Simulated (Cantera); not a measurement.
A perfectly stirred reactor is fed with CH4 : N2 = 1 : 55 (molar parts), at 0.750 Torr; it is held at 1823 K, and followed from long to short residence time.

Model: GRI-Mech 3.0 (53 species, 325 reactions), integrated in Cantera. GRI-Mech 3.0 stops at C3 and has no aromatics, soot or wall deposition, so with more carbon than oxygen in the feed, carbon stays in small species such as C2H2 where larger ones or solid carbon would form. Radical loss at walls, strong at low pressure, is not modelled.

Q: What does this change do: temperature 1823 to 1575 K?

A: 
```json
[
 {"quantity": "x(CH4) at τ = 0.460 s", "before": "0.0150", "after": "0.0178"},
 {"quantity": "x(C2H4) at τ = 0.460 s", "before": "0.000281", "after": "7.92e-7"},
 {"quantity": "x(H2) at τ = 0.460 s", "before": "0.00329", "after": "1.35e-5"},
 {"quantity": "x(HCN) at τ = 0.460 s", "before": "1.57e-7", "after": "1.28e-12"},
 {"quantity": "x(C2H2) at τ = 0.460 s", "before": "0.000804", "after": "1.15e-7"},
 {"quantity": "x(CH4) at τ = 33.0 ms", "before": "0.0178", "after": "0.0179"},
 {"quantity": "x(C2H4) at τ = 33.0 ms", "before": "7.52e-7", "after": "3.06e-10"},
 {"quantity": "x(H2) at τ = 33.0 ms", "before": "3.72e-5", "after": "7.78e-7"},
 {"quantity": "x(HCN) at τ = 33.0 ms", "before": "4.38e-11", "after": "<1e-12"},
 {"quantity": "x(C2H2) at τ = 33.0 ms", "before": "1.31e-7", "after": "3.14e-12"}
]
```

Q: What does this change do: N2 55 to 7 parts?

A: 
| quantity | before | after |
|---|---|---|
| x(CH4) at τ = 0.460 s | 0.0150 | 0.0805 |
| x(C2H4) at τ = 0.460 s | 0.000281 | 0.00285 |
| x(H2) at τ = 0.460 s | 0.00329 | 0.0543 |
| x(HCN) at τ = 0.460 s | 1.57e-7 | 5.06e-7 |
| x(C2H2) at τ = 0.460 s | 0.000804 | 0.0157 |
| x(CH4) at τ = 33.0 ms | 0.0178 | 0.124 |
| x(C2H4) at τ = 33.0 ms | 7.52e-7 | 5.30e-5 |
| x(H2) at τ = 33.0 ms | 3.72e-5 | 0.000445 |
| x(HCN) at τ = 33.0 ms | 4.38e-11 | 7.63e-11 |
| x(C2H2) at τ = 33.0 ms | 1.31e-7 | 1.05e-5 |
